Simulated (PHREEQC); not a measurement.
Make-up at 20 °C: 5.1 mmol/kgw NH4BF4. Closed to the air; pH follows from the charge balance.

Computed with PHREEQC (ion-association model, phreeqc.dat).

No solid was allowed to form.

Task: Predict the pH.

Result: pH 2.99.

Task: In which forms is B present?

Result: BF4- 68 %, H3BO3 20 %, BF3OH- 8.3 %, BF2(OH)2- 3.5 % of the B.

Species that the database lacks are ignored. Real BF4- forms and hydrolyses slowly; the run takes it at equilibrium.
